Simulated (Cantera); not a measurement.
Input (Python, Cantera):

```python
import numpy as np
import cantera as ct

gas = ct.Solution("gri30.yaml")
gas.TPX = 448, 13332, {'CH4': 1, 'O2': 2.2, 'N2': 8.26, 'CO2': 1.3}
flame = ct.FreeFlame(gas, width=0.16)
flame.set_refine_criteria(ratio=3, slope=0.08, curve=0.16)
flame.transport_model = "mixture-averaged"
flame.solve(loglevel=0, auto=True)
z, T = flame.grid, flame.T
thick = (T[-1] - T[0]) / np.gradient(T, z).max()
show = ['CH4', 'O2', 'CO2', 'N2O', 'HCO', 'NO']
print(f"laminar burning velocity  {flame.velocity[0] * 100:.3f} cm/s")
print(f"burnt temperature         {T[-1]:.1f} K")
print(f"thermal thickness         {thick * 1e3:.4f} mm")
print(f"grid points               {len(z)}")
z0 = z[flame.heat_release_rate.argmax()]
print(f"{'z/mm':>9s}{'T/K':>9s}{'u/(m/s)':>9s}" + "".join(f"{s:>11s}" for s in show))
rows = []
for k in (-3, -2, -1.5, -1, -0.5, -0.25, 0, 0.25, 0.5, 1, 2, 4, 8):
    zz = z0 + k * thick
    rows.append([k * thick, np.interp(zz, z, T), np.interp(zz, z, flame.velocity),
                 *(np.interp(zz, z, flame.X[gas.species_index(s)]) for s in show)])
    print(f"{rows[-1][0] * 1e3:9.3f}{rows[-1][1]:9.1f}{rows[-1][2]:9.3f}" + "".join(f"{x:11.3e}" for x in rows[-1][3:]))
```

Output:

```
laminar burning velocity  62.826 cm/s
burnt temperature         2006.0 K
thermal thickness         3.0990 mm
grid points               163
     z/mm      T/K  u/(m/s)        CH4         O2        CO2        N2O        HCO         NO
   -9.297    448.1    0.629  7.831e-02  1.723e-01  1.018e-01  1.754e-14  5.621e-18  2.340e-11
   -6.198    448.9    0.631  7.814e-02  1.720e-01  1.017e-01  3.834e-13  5.234e-15  3.496e-10
   -4.649    452.5    0.637  7.772e-02  1.715e-01  1.015e-01  2.865e-12  4.754e-13  1.988e-09
   -3.099    488.4    0.690  7.499e-02  1.685e-01  1.012e-01  5.213e-11  3.380e-10  2.454e-08
   -1.550    793.5    1.135  5.523e-02  1.433e-01  1.024e-01  1.100e-09  1.950e-07  3.413e-07
   -0.775   1145.1    1.653  3.097e-02  1.086e-01  1.069e-01  3.374e-09  6.683e-06  8.486e-07
    0.000   1483.1    2.156  7.420e-03  6.729e-02  1.160e-01  8.066e-09  3.779e-05  1.765e-06
    0.775   1605.7    2.335  5.384e-04  4.473e-02  1.267e-01  1.422e-08  9.824e-06  2.811e-06
    1.550   1632.4    2.368  2.134e-05  3.773e-02  1.346e-01  1.786e-08  5.166e-07  3.434e-06
    3.099   1659.7    2.399  4.450e-08  3.425e-02  1.420e-01  1.936e-08  1.520e-08  4.107e-06
    6.198   1696.6    2.445  1.018e-11  3.237e-02  1.461e-01  1.999e-08  1.056e-08  5.024e-06
   12.396   1746.4    2.508  1.982e-17  3.047e-02  1.492e-01  2.150e-08  6.970e-09  6.445e-06
   24.792   1806.0    2.583  1.820e-18  2.804e-02  1.535e-01  2.392e-08  3.769e-09  8.665e-06
```

Model: GRI-Mech 3.0 (53 species, 325 reactions), integrated in Cantera. Burning velocities carry a grid error of a few per cent, more on coarse grids.
